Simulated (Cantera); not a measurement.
A jet of 3.58 % CH4, 10.6 % O2, 85.8 % N2 at 300 K and 97.5 Torr hits a platinum plate 5.6 cm away at a mass flux of 0.043 kg/m²/s; the plate temperature is set and raised in steps from an oxygen-covered start.

Detailed kinetics in Cantera: Deutschmann's 1995 Pt surface mechanism with GRI-Mech 3.0 gas chemistry. Catalytic surfaces can have several steady states; this one follows from the mechanism file's or the stated starting coverage.

One state of this run: wall x CH4 = 0.0121; wall x O2 = 0.0559; wall x H2O = 0.0443; wall x OH = 9.34e-8; wall x CO = 6.63e-6; wall x CO2 = 0.0290; θ free Pt = 0.284; θ O* = 0.714; θ OH* = 0.00185. x: mole fraction at the wall; θ: surface coverage.

Which value of plate T (K) does it belong to?
(A) 900
(B) 1000
(C) 950
(D) 1100

C, 950
